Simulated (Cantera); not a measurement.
Mixture: 40.3 % H₂, 12.6 % O₂, 47.1 % N₂, at 830000 Pa, adiabatic and at constant volume. Ignition delay is the time to a rise of 400 K.

Detailed kinetics in Cantera: GRI-Mech 3.0 (53 species, 325 reactions). The hydrogen kinetics of GRI-Mech 3.0 are dated; newer H2 mechanisms differ, most at raised pressure. Where the delays flatten at high temperature, the 400 K rule measures the pace of heat release, not the induction time.

Q: Predict: delay at 1248 K; delay at 1298 K; delay at 1348 K; delay at 1398 K; delay at 1448 K; delay at 1498 K; delay at 1548 K; apparent activation energy between 1448 and 1548 K.

A: 
```json
{
 "delay at 1248 K": "10.2 µs",
 "delay at 1298 K": "5.40 µs",
 "delay at 1348 K": "3.62 µs",
 "delay at 1398 K": "2.68 µs",
 "delay at 1448 K": "2.11 µs",
 "delay at 1498 K": "1.72 µs",
 "delay at 1548 K": "1.44 µs",
 "apparent activation energy between 1448 and 1548 K": "71 kJ/mol"
}
```
